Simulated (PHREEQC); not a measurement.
Make-up at 25 °C: 180 mmol/kgw CuCl2, 4.8 mmol/kgw HCl and 0.15 mmol/kgw Na2SO4. Closed to the air; pH follows from the charge balance.

Computed with PHREEQC (ion-association model, wateq4f.dat).

This is a speciation only: nothing precipitates in the calculation.

Problem. Order these S species by the share of S that they hold, largest first: HSO4-, CuSO4, SO4-2.

Solution. CuSO4 (56 %), SO4-2 (40 %), HSO4- (4.4 %)

Problem. Order these Cu species by the share of Cu that they hold, largest first: Cu+2, CuCl2, CuCl+.

Solution. Cu+2 (81 %), CuCl+ (18 %), CuCl2 (1.2 %)

The pH is 2.44 and the ionic strength 0.474 mol/kgw.
